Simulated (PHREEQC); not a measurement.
**Acid mine or pickling water**

Synthetic water in mg/kgw, 25 °C, pH 3.67, pe 11.1: Na 1.48; K 29.8; Ca 78.9; Mg 6.3; Cl 60.6; S(6) as SO4 303; Al 23.3.

Valence states are taken as typed.

The numbers come from PHREEQC with the ion-association model, phreeqc.dat.

Each row changes one thing in this solution. Precipitation was switched off in this run.

```tsv
case	ionic strength (mol/kgw)	Mg+2 (mol/kgw)	MgSO4 (mol/kgw)	SI of Gibbsite (Al(OH)3)	SI of Gypsum (CaSO4:2H2O)
as made	0.0110	0.000212	4.69e-5	-1.05	-1.22
Mg from 6.3 to 12.6 mg/kgw	0.0114	0.000427	9.17e-5	-1.04	-1.23
Mg from 6.3 to 18.9 mg/kgw	0.0118	0.000643	0.000134	-1.04	-1.24
```
